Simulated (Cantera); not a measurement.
**Adiabatic ignition**

An adiabatic, constant-volume homogeneous reactor starts with 4.78 % CO, 6.69 % H2, 0.907 % CH4, 18.4 % O2, 69.2 % N2, at 1673 K and 40000 Pa.

Cantera simulation using GRI-Mech 3.0 (53 species, 325 reactions); the numbers are that mechanism's predictions, not measurements.

| t (s) | T (K) | P (bar) | x CO | x H2 | x CH4 | x NO | x O | x HO2 |
|---|---|---|---|---|---|---|---|---|
| 2.00e-6 | 1673 | 0.400 | 0.0478 | 0.0669 | 0.00907 | <1e-12 | 1.94e-7 | 4.30e-7 |
| 6.65e-6 | 1673 | 0.400 | 0.0478 | 0.0669 | 0.00907 | <1e-12 | 1.83e-6 | 1.37e-6 |
| 2.21e-5 | 1674 | 0.400 | 0.0477 | 0.0651 | 0.00859 | 1.46e-10 | 0.000359 | 1.08e-5 |
| 7.37e-5 | 1959 | 0.468 | 0.0294 | 0.00773 | <1e-12 | 9.39e-6 | 0.0342 | 7.89e-6 |
| 0.000245 | 2228 | 0.524 | 0.0206 | 0.00648 | <1e-12 | 8.54e-5 | 0.0263 | 5.09e-6 |
| 0.000816 | 2533 | 0.584 | 0.0139 | 0.00357 | <1e-12 | 0.000860 | 0.0131 | 6.52e-6 |
| 0.00271 | 2597 | 0.596 | 0.0114 | 0.00283 | <1e-12 | 0.00457 | 0.00996 | 8.55e-6 |
| 0.00903 | 2587 | 0.593 | 0.0111 | 0.00276 | <1e-12 | 0.0124 | 0.00933 | 8.16e-6 |
| 0.0301 | 2580 | 0.592 | 0.0109 | 0.00272 | <1e-12 | 0.0174 | 0.00894 | 7.91e-6 |
| 0.100 | 2580 | 0.592 | 0.0109 | 0.00271 | <1e-12 | 0.0176 | 0.00892 | 7.90e-6 |
x: mole fraction; the columns are a selection and need not sum to one.

| Quantity | Result |
|---|---|
| time of steepest temperature rise | 31.4 µs |
| temperature at 0.100 s | 2580 K |
| equilibrium temperature | 2580 K |
| x(CO) at 0.100 s | 0.0109 (gas-phase equilibrium 0.0109) |
| x(H2) at 0.100 s | 0.00271 (gas-phase equilibrium 0.00271) |
| x(CH4) at 0.100 s | <1e-12 (gas-phase equilibrium <1e-12) |
